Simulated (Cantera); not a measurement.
A closed system holds: 1 mol B2H6, 17 mol NH3, 1.2 mol O2, held at 0.340 bar.

Equilibrium computed with Cantera from the NASA thermochemical tables; the gas is ideal and each condensed phase is pure. Candidate condensed phases: B, BN, B2O3, B3O3H3, H2O; 39 gas species. The feed counts by its element totals alone. Mutual solubility and eutectic melting of coexisting phases are not modelled. Gases not in the tables: H3BO3. Kinetics and transport are ignored.

Task: At 1327 °C, list the 4 most abundant gas species with their mole fractions, and the condensed phases.

Result: H2 0.767, N2 0.224, HBO2 0.00468, H2O 0.00243. Condensed: BN(s) + B2O3(l).
